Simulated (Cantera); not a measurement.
An adiabatic, constant-pressure homogeneous reactor starts with H2 : O2 : N2 : H2O = 1 : 0.25 : 0.94 : 0.49 (molar parts), equivalence ratio 2.0, at 1500 K and 101000 Pa.

Computed with Cantera and the H2/O2 subset of GRI-Mech 3.0, which has no nitrogen chemistry.

Problem. Predict: time of steepest temperature rise; temperature at 0.200 s; equilibrium temperature; x(H2) at 0.200 s; x(O2) at 0.200 s; x(H2O) at 0.200 s; x(H2O2) at 0.200 s; x(H) at 0.200 s; x(OH) at 0.200 s; x(O) at 0.200 s.

Solution. 
```json
{
  "time_of_steepest_temperature_rise": "17.7 µs",
  "temperature at 0.200 s": "2580 K",
  "equilibrium_temperature": "2580 K",
  "x(H2) at 0.200 s": "0.200 (gas-phase equilibrium 0.200)",
  "x(O2) at 0.200 s": "0.000292 (gas-phase equilibrium 0.000292)",
  "x(H2O) at 0.200 s": "0.394 (gas-phase equilibrium 0.394)",
  "x(H2O2) at 0.200 s": "5.65e-8 (gas-phase equilibrium 5.65e-8)",
  "x(H) at 0.200 s": "0.0158 (gas-phase equilibrium 0.0158)",
  "x(OH) at 0.200 s": "0.00706 (gas-phase equilibrium 0.00706)",
  "x(O) at 0.200 s": "0.000362 (gas-phase equilibrium 0.000362)"
}
```
